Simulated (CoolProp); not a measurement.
Vapour-liquid equilibrium of carbon dioxide (1) + propane (2) at 253.9 K; x and y are mole fractions of (1).

Model: multi-fluid Helmholtz-energy mixture model, Span 1996 and Lemmon 2009; pair parameters Kunz 2012, in CoolProp.

```csv
x,bubble pressure (kPa),y at the bubble point,dew pressure at overall composition x (kPa),liquid density (mol/L)
0.05,410.9,0.394,264.4,12.80
0.125,652.6,0.628,286.9,13.20
0.2,880.2,0.733,313.5,13.62
0.275,1080,0.790,345.3,14.06
0.35,1248,0.825,384.0,14.54
0.425,1382,0.848,432.2,15.06
0.5,1490,0.865,494.0,15.64
0.575,1578,0.879,575.9,16.30
0.65,1656,0.892,689.7,17.07
0.725,1729,0.906,857.8,17.97
0.8,1803,0.923,1126,19.05
0.875,1881,0.944,1551,20.38
0.95,1962,0.973,1900,22.03
```

No azeotrope shows between x = 0.05 and 0.95.

Pair parameters are fitted to limited data, so mixtures are less certain than the pure fluids.
